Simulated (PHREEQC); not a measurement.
# Acid mine or pickling water

A made-up water analysis in mmol/kgw, 25 °C, pH 3.09: Na 105; K 12.2; Ca 3.44; Mg 5.41; Cl 28.4; S(6) 57.

Valence states are taken as typed.

The numbers come from PHREEQC with the Pitzer model, pitzer.dat.

Each row changes one thing in this solution. No solid was allowed to form.

```tsv
case	HSO4- (mol/kgw)	SI of Gypsum (CaSO4:2H2O)	SI of Mirabilite (Na2SO4:10H2O)
as made	0.00141	-0.52	-2.91
temperature from 25 to 50 °C at the same typed pH	[?]	-0.54	[?]
S(6) from 57 to 28.5 mmol/kgw	0.000766	[?]	-3.11
Mg from 5.41 to 16.2 mmol/kgw	0.00130	-0.54	[?]
```

Q: Complete the blanks.

A: 
- temperature from 25 to 50 °C at the same typed pH, HSO4- (mol/kgw): 0.00276
- temperature from 25 to 50 °C at the same typed pH, SI of Mirabilite (Na2SO4:10H2O): -3.82
- S(6) from 57 to 28.5 mmol/kgw, SI of Gypsum (CaSO4:2H2O): -0.65
- Mg from 5.41 to 16.2 mmol/kgw, SI of Mirabilite (Na2SO4:10H2O): -2.94

At this temperature some constants are extrapolated from 25 °C, and those without enthalpy data are left unchanged.
